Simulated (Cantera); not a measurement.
Input (Python, Cantera) and output of one run.

```python
import numpy as np
import cantera as ct

gas_names = [...]  # 109 gases of nasa_gas.yaml made of C, Cl, H, Si
cond_names = """
    C(gr) C6H6(L) C7H8(L) C8H18(L),n-octa Si(cr) Si(L) SiC(b)
""".split()


# ... load() reads the species with a 1 bar reference pressure and builds the phases ...
atoms = {
    'CH3SiCl3': {'C': 1, 'H': 3, 'Si': 1, 'CL': 3},
    'C2H4': {'C': 2, 'H': 4},
    'H2': {'H': 2},
    'C3H8': {'C': 3, 'H': 8},
}
top_T = {'C(gr)': 4500, 'SiC(b)': 3050}  # K; cautious upper limits of use, not melting points


# ... equilibrate(T, P, feed) seeds the gas with the atoms and calls Mixture.equilibrate('TP', solver="vcs", rtol=1e-11, max_steps=5000) ...
results = []
feed = {'CH3SiCl3': 1, 'C2H4': 0.0074, 'H2': 150, 'C3H8': 0.0093}  # mol
P = 133.322  # Pa
for T in [1048, 1148, 1248, 1348, 1448, 1548, 1648, 1748, 1848]:
    mix = equilibrate(T, P, feed)
    results.append((T, P, feed, dict(zip(mix.species_names, mix.species_moles))))

top = {s: max(r[3][s] / sum(r[3][g] for g in gas_names) for r in results) for s in gas_names}
cols = sorted((s for s in top if top[s] > 1e-06), key=lambda s: -top[s])[:6]
seen = [c for c in cond_names if any(r[3].get(c, 0) > 1e-12 for r in results)]
print("log10 of partial pressures in bar; condensed amounts in mol")
print(f"{'T/K':>10s}" + "".join(f"{s[:9]:>10s}" for s in cols + seen))
for T, P, feed, n in results:
    ng = sum(n[g] for g in gas_names)
    print(f"{T:10.4g}" + "".join(f"{np.log10(max(n[s] / ng * P / 1e5, 1e-99)):10.3f}" for s in cols)
          + "".join(f"{n.get(c, 0):10.4g}" for c in seen))
```

It prints:

```
log10 of partial pressures in bar; condensed amounts in mol
       T/K        H2       HCL         H C2H2,acet        CL        Si     C(gr)    SiC(b)
      1048    -2.884    -4.583    -9.554   -11.288   -11.293   -17.915   0.03135    0.9999
      1148    -2.884    -4.583    -8.587   -10.314   -10.341   -15.656   0.03819    0.9998
      1248    -2.884    -4.583    -7.773    -9.497    -9.540   -13.761   0.04078    0.9997
      1348    -2.884    -4.583    -7.078    -8.804    -8.856   -12.150   0.04183    0.9994
      1448    -2.884    -4.583    -6.477    -8.207    -8.266   -10.763   0.04171    0.9989
      1548    -2.884    -4.584    -5.954    -7.688    -7.751    -9.556   0.03937    0.9982
      1648    -2.885    -4.585    -5.493    -7.234    -7.298    -8.498    0.0321    0.9969
      1748    -2.886    -4.587    -5.084    -6.834    -6.898    -7.562   0.01607    0.9926
      1848    -2.890    -4.593    -4.721    -6.507    -6.542    -6.714         0    0.9694
```

These are equilibrium values from Cantera (NASA tables, ideal gas, pure condensed phases), not measurements of a reactor. The feed counts by its element totals alone.
